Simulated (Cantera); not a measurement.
Feed: 1 mol SiC, 0.016 mol CO₂, 610 mol H₂, at 1598 K and 1.40 bar.

Method: chemical equilibrium by Gibbs-energy minimisation in Cantera with the NASA 1993 tables (ideal gas, pure condensed phases). Candidate condensed phases: C, C₆H₆, C₇H₈, C₈H₁₈, H₂O, Si, SiC, SiO₂; 123 gas species. Equilibrium is a limit: real reactors are often held back by kinetics, nucleation or transport.

Base state: H₂ 1.000, CH₄ 6.06e-5, H 4.50e-5, SiO 4.19e-5, CO 1.01e-5 (mole fractions); condensed: SiC(s).

### Question
What changes in the equilibrium state with this change: temperature from 1598 K to 1125 K?

### Answer
```csv
species,before,after
H₂,1.000,1.000
CH₄,6.06e-5,5.31e-5
H,4.50e-5,3.76e-8
SiO,4.19e-5,3.38e-8
CO,1.01e-5,<1e-9
"SiC(s), mol",0.973,0.984
"SiO₂(β-quartz), mol",0,0.0160
```
Mutual solubility and eutectic melting of coexisting phases are not modelled.
